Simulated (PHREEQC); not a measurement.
A column of 0.1 m (40 cells, dispersivity 0.008 m, 300 s a shift, diffusion coefficient 3e-10 m²/s) holds 0.0079 eq of the database's cation exchanger X per kg of pore water, first in equilibrium with 0.064 mol ZnSO4, 0.0028 mol MnCl2 and 1e-05 mol HCl per kg of water. It is flushed with 0.014 mol KBr and 1e-05 mol HCl per kg of water, at 40 °C. Values are for the last cell. No CO2 enters from the air. Precipitation was switched off in this run.

The series has 33 steps of pore volumes, from 0 to 4.013.

All values are PHREEQC results (ion-association model, phreeqc.dat), not measurements.

Task: After how many pore volumes does Br at the outlet first reach half of its feed value?

Result: By 1.0 pore volumes.

Task: After how many pore volumes does K at the outlet first reach half of its feed value?

Result: By 1.1 pore volumes.

At this temperature some constants are extrapolated from 25 °C, and those without enthalpy data are left unchanged.
